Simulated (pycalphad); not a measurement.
Source of the numbers: pycalphad with the COST 507 light-alloy database (1999); pressure 1 atm. No gas phase is included, though pure Si would boil below 3300 K. The data set is of 1999 and partly superseded. Phase fractions are per mole of atoms.

**Question.** Give the equilibrium state of Si-83.9C (at.%) at 2625 K.

**Answer.** graphite, fraction 0.678, with 100 C at.%; CSI, fraction 0.322, with 50.0 C at.%.

**Question.** Give the equilibrium state of Si-83.9C (at.%) at 3300 K.

**Answer.** graphite, fraction 0.787, with 100 C at.%; liquid, fraction 0.213, with 24.4 C at.%.

Database names, with the compositions (at.%) that they take in these runs: CSI: Si 50 C 50.
